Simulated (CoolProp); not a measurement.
n-octane at 298.15 K and 0.109 MPa flows at 0.11 m/s in a round tube of 2 mm bore and 1.5 µm roughness, fully developed (64/Re and Nu = 3.66 if laminar; Colebrook and Gnielinski if turbulent). Each further row changes one setting.

Values from CoolProp's reference Helmholtz-energy equation of state, Beckmüller 2019.

| case | Reynolds number | Darcy friction factor | pressure drop (Pa/m) | heat-transfer coefficient (W/(m² K)) | mass flow (kg/h) |
|---|---|---|---|---|---|
| as stated | 300 | 0.213 | 450 | 228 | (withheld) |
| velocity 0.22 m/s | 601 | 0.107 | (withheld) | 228 | 1.74 |
| diameter 4 mm | 601 | 0.107 | 113 | (withheld) | 3.48 |

### Question
What belongs in the gaps?

### Answer

- as stated, mass flow (kg/h): 0.869
- velocity 0.22 m/s, pressure drop (Pa/m): 900
- diameter 4 mm, heat-transfer coefficient (W/(m² K)): 114

Viscosity comes from a separate model (Huber 2004). Thermal conductivity comes from a separate model (Huber 2005).
